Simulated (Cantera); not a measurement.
Charge: 1 mol Si, 0.69 mol Cl2, a varied amount of H2, equilibrated at 800 K and 1100000 Pa.

Equilibrium computed with Cantera from the NASA thermochemical tables; the gas is ideal and each condensed phase is pure. Candidate condensed phases: Si; 19 gas species. The numbers say what is thermodynamically allowed, not how fast it happens.

Task: What share of the Si ends up in condensed phases as a function of n(H2) (mol), at 0.4, 0.57, 0.82, 1.2, 1.7, 2.4, 3.4, 4.9, 7, 10?

Result: 
```json
[
 {"n(H2) (mol)": "0.4", "Si condensed (%)": "61.8", "as": "Si(s)"},
 {"n(H2) (mol)": "0.57", "Si condensed (%)": "61.3", "as": "Si(s)"},
 {"n(H2) (mol)": "0.82", "Si condensed (%)": "60.8", "as": "Si(s)"},
 {"n(H2) (mol)": "1.2", "Si condensed (%)": "60.3", "as": "Si(s)"},
 {"n(H2) (mol)": "1.7", "Si condensed (%)": "59.8", "as": "Si(s)"},
 {"n(H2) (mol)": "2.4", "Si condensed (%)": "59.3", "as": "Si(s)"},
 {"n(H2) (mol)": "3.4", "Si condensed (%)": "58.8", "as": "Si(s)"},
 {"n(H2) (mol)": "4.9", "Si condensed (%)": "58.3", "as": "Si(s)"},
 {"n(H2) (mol)": "7", "Si condensed (%)": "57.8", "as": "Si(s)"},
 {"n(H2) (mol)": "10", "Si condensed (%)": "57.3", "as": "Si(s)"}
]
```
